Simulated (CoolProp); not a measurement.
Saturation properties of nitrous oxide.

Model: reference Helmholtz-energy equation of state, Lemmon 2006, in CoolProp. It is a short technical equation, of lower accuracy than the large ones.

```json
[
 {"T (K)": "215.2", "p (MPa)": "0.4690", "liquid density (kg/m³)": "1136", "enthalpy of vaporisation (kJ/kg)": "337.0", "liquid cp (kJ/(kg K))": "1.773", "vapour Z": "0.9225", "surface tension (mN/m)": "16.9"},
 {"T (K)": "217.5", "p (MPa)": "0.5163", "liquid density (kg/m³)": "1129", "enthalpy of vaporisation (kJ/kg)": "333.9", "liquid cp (kJ/(kg K))": "1.780", "vapour Z": "0.9172", "surface tension (mN/m)": "16.5"},
 {"T (K)": "219.9", "p (MPa)": "(withheld)", "liquid density (kg/m³)": "1121", "enthalpy of vaporisation (kJ/kg)": "330.5", "liquid cp (kJ/(kg K))": "1.788", "vapour Z": "0.9113", "surface tension (mN/m)": "15.9"},
 {"T (K)": "222.2", "p (MPa)": "0.6239", "liquid density (kg/m³)": "1113", "enthalpy of vaporisation (kJ/kg)": "327.3", "liquid cp (kJ/(kg K))": "1.796", "vapour Z": "0.9056", "surface tension (mN/m)": "15.4"},
 {"T (K)": "224.6", "p (MPa)": "0.6849", "liquid density (kg/m³)": "1105", "enthalpy of vaporisation (kJ/kg)": "323.9", "liquid cp (kJ/(kg K))": "1.805", "vapour Z": "0.8993", "surface tension (mN/m)": "14.9"},
 {"T (K)": "226.9", "p (MPa)": "0.7474", "liquid density (kg/m³)": "1097", "enthalpy of vaporisation (kJ/kg)": "320.5", "liquid cp (kJ/(kg K))": "1.815", "vapour Z": "0.8930", "surface tension (mN/m)": "14.4"},
 {"T (K)": "229.3", "p (MPa)": "0.8171", "liquid density (kg/m³)": "1088", "enthalpy of vaporisation (kJ/kg)": "316.9", "liquid cp (kJ/(kg K))": "1.826", "vapour Z": "0.8863", "surface tension (mN/m)": "13.9"},
 {"T (K)": "231.6", "p (MPa)": "0.8883", "liquid density (kg/m³)": "1080", "enthalpy of vaporisation (kJ/kg)": "(withheld)", "liquid cp (kJ/(kg K))": "1.836", "vapour Z": "0.8795", "surface tension (mN/m)": "13.5"},
 {"T (K)": "234", "p (MPa)": "0.9674", "liquid density (kg/m³)": "1072", "enthalpy of vaporisation (kJ/kg)": "309.7", "liquid cp (kJ/(kg K))": "1.849", "vapour Z": "0.8722", "surface tension (mN/m)": "13.0"},
 {"T (K)": "236.3", "p (MPa)": "1.048", "liquid density (kg/m³)": "1063", "enthalpy of vaporisation (kJ/kg)": "306.0", "liquid cp (kJ/(kg K))": "1.861", "vapour Z": "0.8650", "surface tension (mN/m)": "12.5"},
 {"T (K)": "238.6", "p (MPa)": "1.133", "liquid density (kg/m³)": "1055", "enthalpy of vaporisation (kJ/kg)": "302.3", "liquid cp (kJ/(kg K))": "1.874", "vapour Z": "0.8576", "surface tension (mN/m)": "12.0"},
 {"T (K)": "241", "p (MPa)": "(withheld)", "liquid density (kg/m³)": "1046", "enthalpy of vaporisation (kJ/kg)": "298.3", "liquid cp (kJ/(kg K))": "1.889", "vapour Z": "0.8495", "surface tension (mN/m)": "11.5"},
 {"T (K)": "243.3", "p (MPa)": "1.324", "liquid density (kg/m³)": "1037", "enthalpy of vaporisation (kJ/kg)": "294.4", "liquid cp (kJ/(kg K))": "1.905", "vapour Z": "0.8415", "surface tension (mN/m)": "11.1"},
 {"T (K)": "245.7", "p (MPa)": "1.429", "liquid density (kg/m³)": "1028", "enthalpy of vaporisation (kJ/kg)": "290.2", "liquid cp (kJ/(kg K))": "1.922", "vapour Z": "0.8329", "surface tension (mN/m)": "10.6"},
 {"T (K)": "248", "p (MPa)": "1.536", "liquid density (kg/m³)": "1019", "enthalpy of vaporisation (kJ/kg)": "286.1", "liquid cp (kJ/(kg K))": "1.940", "vapour Z": "0.8243", "surface tension (mN/m)": "10.1"}
]
```

**Question.** Some entries are withheld; supply them.

**Answer.** 
- 219.9, p (MPa): 0.5693
- 231.6, enthalpy of vaporisation (kJ/kg): 313.4
- 241, p (MPa): 1.228

It boils at 184.7 K under 1 atm.

Surface tension comes from a separate correlation (Mulero 2012).
